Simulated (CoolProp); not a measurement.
The numbers come from the reference Helmholtz-energy equation of state, Lemmon 2006 in CoolProp. It is a short technical equation, of lower accuracy than the large ones.

**Question.** For CH3F (R41), give the phase and the cp (kJ/(kg K)) at 425 K and 1.87 bar.

**Answer.** 
- 425 K and 1.87 bar: gas; cp 1.36
